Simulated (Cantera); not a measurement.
What does this Cantera script print?

```python
import numpy as np
import cantera as ct

gas_names = """
    C CH CH2 CH3 CH4 C2 C2H C2H2,acetylene C2H2,vinylidene C2H3,vinyl C2H4 C2H5 C2H6 C3 C3H3,propargyl
    C3H4,allene C3H4,propyne C3H4,cyclo- C3H5,allyl C3H6,propylene C3H6,cyclo- C3H7,n-propyl
    C3H7,i-propyl C3H8 C4 C4H2 C4H4,1,3-cyclo- C4H6,butadiene C4H6,2-butyne C4H6,cyclo- C4H8,1-butene
    C4H8,cis2-buten C4H8,tr2-butene C4H8,isobutene C4H8,cyclo- C4H9,n-butyl C4H9,i-butyl C4H9,s-butyl
    C4H9,t-butyl C4H10,isobutane C4H10,n-butane C5 C5H6,1,3cyclo- C5H8,cyclo- C5H10,1-pentene
    C5H10,cyclo- C5H11,pentyl C5H11,t-pentyl C5H12,n-pentane C5H12,i-pentane CH3C(CH3)2CH3 C6H2
    C6H5,phenyl C6H6 C6H10,cyclo- C6H12,1-hexene C6H12,cyclo- C6H13,n-hexyl C7H7,benzyl C7H8
    C7H14,1-heptene C7H15,n-heptyl C7H16,n-heptane C8H8,styrene C8H10,ethylbenz C8H16,1-octene
    C8H17,n-octyl C8H18,isooctane C8H18,n-octane C9H19,n-nonyl C10H8,naphthale C10H21,n-decyl
    C12H9,o-bipheny C12H10,bipheny H H2 Si SiC SiC2 SiC4H12 SiH SiH2 SiH3 SiH4 Si2 Si2C Si3
""".split()
cond_names = """
    C(gr) C6H6(L) C7H8(L) C8H18(L),n-octa Si(cr) Si(L) SiC(b)
""".split()


def load(file, names, dense=False):
    # The tables refer to 1 bar. Condensed volumes are neglected.
    table = {s.name: s for s in ct.Species.list_from_file(file)}
    out = []
    for n in names:
        d = dict(table[n].input_data)
        d["thermo"] = dict(d["thermo"], **{"reference-pressure": 1e5})
        if dense:
            d["equation-of-state"] = {"model": "constant-volume", "density": "1e6 g/cm^3"}
        out.append(ct.Species.from_dict(d))
    return out


gas = ct.Solution(thermo="ideal-gas", species=load("nasa_gas.yaml", gas_names))
cond = {s.name: ct.Solution(thermo="fixed-stoichiometry", species=[s], name=s.name)
        for s in load("nasa_condensed.yaml", cond_names, dense=True)}
atoms = {
    'SiC': {'Si': 1, 'C': 1},
    'Si': {'Si': 1},
    'H2': {'H': 2},
}
top_T = {'C(gr)': 4500, 'SiC(b)': 3050}  # K; cautious upper limits of use, not melting points


def equilibrate(T, P, feed):
    n = {}
    for name, mol in feed.items():
        for a, k in atoms[name].items():
            n[a] = n.get(a, 0.0) + k * mol
    gas.TPX = T, P, n
    mass = sum(n.values()) * gas.mean_molecular_weight
    gas.equilibrate("TP")
    valid = [c for c in cond.values() if c.min_temp <= T <= top_T.get(c.name, c.max_temp)]
    mix = ct.Mixture([(gas, mass / gas.mean_molecular_weight)] + [(c, 0.0) for c in valid])
    mix.T, mix.P = T, P
    mix.equilibrate("TP", solver="vcs", rtol=1e-11, max_steps=5000)
    return mix


results = []
feed = {'SiC': 1, 'Si': 0.071, 'H2': 6.2}  # mol
T = 1575  # K
P = 1.3  # Pa
mix = equilibrate(T, P, feed)
results.append((T, P, feed, dict(zip(mix.species_names, mix.species_moles))))
x = sorted(zip(gas.X, gas.species_names), reverse=True)
print(f"T = {T:g} K  P = {P:g} Pa  gas = {mix.phase_moles(0):.4g} mol")
print("   x: " + "  ".join(f"{s} {v:.3e}" for v, s in x if v > 0.001))
print("   condensed (mol): " + ("  ".join(f"{mix.phase(i).name} {mix.phase_moles(i):.4g}"
      for i in range(1, mix.n_phases) if mix.phase_moles(i) > 1e-12) or "none"))
```

Output:

```
T = 1575 K  P = 1.3 Pa  gas = 6.264 mol
   x: H2 9.841e-01  H 1.143e-02  Si 4.416e-03
   condensed (mol): Si(cr) 0.04285  SiC(b) 0.9999
```

Cantera equilibrium calculation (NASA polynomials, part measured and part estimated; ideal gas, pure solids and liquids). Mutual solubility and eutectic melting of coexisting phases are not modelled.
